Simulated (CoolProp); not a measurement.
Vapour-liquid equilibrium of acetone (1) + n-hexane (2) at 119 kPa; x and y are mole fractions of (1).

Computed with CoolProp (multi-fluid Helmholtz-energy mixture model, Lemmon 2006 and Thol 2019; pair parameters Bell 2016).

### Question
Give the bubble temperature and the first vapour's composition at x = 0.05, 0.2, 0.5. Is there an azeotrope?

### Answer
x = 0.05: 340.5 K, y = 0.213; x = 0.2: 331.7 K, y = 0.468; x = 0.5: 328.0 K, y = 0.598. y crosses x between x = 0.5 and 0.65: the model has an azeotrope there.

Pair parameters are fitted to limited data, so mixtures are less certain than the pure fluids.
